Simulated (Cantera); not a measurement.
Input: 1 mol S, 3.3 mol O2, held at 1098.15 K.

Equilibrium computed with Cantera from the NASA thermochemical tables; the gas is ideal and each condensed phase is pure. Candidate condensed phases: S; 10 gas species. Kinetics and transport are ignored.

### Question
At 128 Torr, list the 3 most abundant gas species with their mole fractions, and the condensed phases.

### Answer
O2 0.689, SO2 0.256, SO3 0.0555. Condensed: gas only.
